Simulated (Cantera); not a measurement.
Charge: 1 mol CH₃SiCl₃, 0.0089 mol C₂H₂, 57 mol H₂, held at 2525 K and 1100 Pa.

Equilibrium computed with Cantera from the NASA thermochemical tables; the gas is ideal and each condensed phase is pure. Candidate condensed phases: C, C₆H₆, C₇H₈, C₈H₁₈, Si, SiC; 109 gas species. The feed counts by its element totals alone. The tables' values for SiCl are old estimates; treat these amounts as uncertain. Gases not in the tables: Si₂H₆ and higher silanes. Equilibrium is a limit: real reactors are often held back by kinetics, nucleation or transport.

Base state: H₂ 0.712, H 0.225, HCl 0.0353, Si 0.0117, Cl 0.00788, C₂H₂ (acetylene) 0.00513, SiC₂ 0.00196, SiH 0.000264 (mole fractions); condensed: gas only.

### Question
What changes in the equilibrium state with this change: H₂ from 57 to 3.9 mol?

### Answer
```json
[
 {"species": "H₂", "before": "0.712", "after": "0.416"},
 {"species": "HCl", "before": "0.0353", "after": "0.228"},
 {"species": "H", "before": "0.225", "after": "0.172"},
 {"species": "Cl", "before": "0.00788", "after": "0.0667"},
 {"species": "SiCl₂", "before": "5.69e-5", "after": "0.0207"},
 {"species": "SiC₂", "before": "0.00196", "after": "0.0165"},
 {"species": "Si", "before": "0.0117", "after": "0.0594"},
 {"species": "SiCl₃", "before": "1.35e-8", "after": "4.15e-5"},
 {"species": "SiCl", "before": "0.000204", "after": "0.00877"},
 {"species": "C(graphite), mol", "before": "0", "after": "0.601"}
]
```
The tables' values for SiCl, SiCl₃ are old estimates; treat these amounts as uncertain.
